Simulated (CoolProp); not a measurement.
Vapour-liquid equilibrium of R22 (1) + n-hexane (2) at 0.0324 MPa; x and y are mole fractions of (1).

The numbers come from the multi-fluid Helmholtz-energy mixture model, Kamei 1995 and Thol 2019; pair parameters Bell 2016 in CoolProp.

Q: Give the bubble temperature and the first vapour's composition at x = 0.35, 0.425, 0.8. Is there an azeotrope?

A: x = 0.35: -52.4 °C, y = 0.996; x = 0.425: -54.5 °C, y = 0.997; x = 0.8: -59.7 °C, y = 0.999. No azeotrope shows between x = 0.05 and 0.95.

The pair parameters rest on a limited set of measurements; away from them the model extrapolates. With so large a gap from Raoult's law the liquid may split in two, which this calculation doesn't test in full.
